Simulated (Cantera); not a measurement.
A perfectly stirred reactor is fed with 1.88 % CH4, 94.0 % H2, 0.0846 % N2, 4.04 % H2O, at 0.0150 bar; it is held at 2750 K, and followed from long to short residence time.

Cantera simulation using GRI-Mech 3.0 (53 species, 325 reactions); the numbers are that mechanism's predictions, not measurements. Radical loss at walls, strong at low pressure, is not modelled.

x: mole fraction; the columns are a selection and need not sum to one.

| τ (s) | x CH4 | x H2 | x H | x CH2 | x C2H |
|---|---|---|---|---|---|
| 8.8 | 3.15e-9 | 0.559 | 0.409 | 5.52e-9 | <1e-12 |
| 4.3 | 6.84e-9 | 0.568 | 0.401 | 1.24e-8 | 1.23e-12 |
| 2.1 | (withheld) | 0.584 | 0.384 | (withheld) | 4.59e-12 |
| 1.0 | 4.35e-8 | 0.615 | 0.352 | 8.97e-8 | 2.62e-11 |
| 0.49 | 1.56e-7 | 0.667 | 0.299 | 3.33e-7 | 2.40e-10 |
| 0.24 | 1.04e-6 | 0.742 | 0.223 | 1.72e-6 | 4.63e-9 |
| 0.12 | 1.26e-5 | 0.820 | 0.143 | 9.59e-6 | 1.39e-7 |
| 0.057 | 0.000110 | 0.870 | 0.0918 | 3.33e-5 | 2.11e-6 |
| 0.028 | 0.000355 | 0.889 | 0.0706 | 6.18e-5 | 7.91e-6 |
| 0.013 | 0.000848 | 0.900 | 0.0574 | 9.40e-5 | 1.64e-5 |
| 0.0066 | (withheld) | 0.905 | (withheld) | (withheld) | (withheld) |

Q: Some entries are withheld; supply them.

A: 
- 2.1, x CH4: 1.58e-8
- 2.1, x CH2: 3.01e-8
- 0.0066, x CH4: 0.00159
- 0.0066, x H: 0.0488
- 0.0066, x CH2: 0.000123
- 0.0066, x C2H: 2.18e-5
